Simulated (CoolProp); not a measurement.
Aqueous methanol as a coolant, 13 % by mass, freezing at -8.9 °C, 1 atm.

The numbers come from the Melinder's fits for secondary coolants in CoolProp.

| T (°C) | conductivity (W/(m K)) | density (kg/m³) | Prandtl number | viscosity (mPa s) |
|---|---|---|---|---|
| -0.5 | 0.494 | 980.7 | 23.9 | 2.82 |
| 7.8 | 0.506 | 979.7 | 17.1 | 2.06 |
| 16.1 | 0.517 | 978.0 | 12.7 | 1.57 |
| 24.5 | 0.527 | 975.8 | 9.78 | 1.24 |
| 32.8 | 0.537 | 972.9 | 7.74 | 1.00 |
